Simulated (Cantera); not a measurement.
Charge: 1 mol CS₂, 0.61 mol H₂, 0.98 mol N₂, equilibrated at 700 K and 1 atm.

Cantera equilibrium calculation (NASA polynomials, part measured and part estimated; ideal gas, pure solids and liquids). Candidate condensed phases: C, C₆H₆, C₇H₈, C₈H₁₈, S; 100 gas species. Gases not in the tables: S₃ to S₇. Equilibrium is a limit: real reactors are often held back by kinetics, nucleation or transport.

Base state: N₂ 0.477, H₂S 0.297, CS₂ 0.174, S₈ 0.0377, S₂ 0.0134, H₂ 0.000189 (mole fractions); condensed: C(graphite).

Task: What changes in the equilibrium state with this change: pressure from 1 atm to 0.000550 bar?

Result: 
| species | before | after |
|---|---|---|
| N₂ | 0.477 | 0.428 |
| CS₂ | 0.174 | 0.284 |
| H₂S | 0.297 | 0.261 |
| S₈ | 0.0377 | <1e-9 |
| S₂ | 0.0134 | 0.0218 |
| H₂ | 0.000189 | 0.00559 |
| C(graphite), mol | 0.642 | 0.349 |
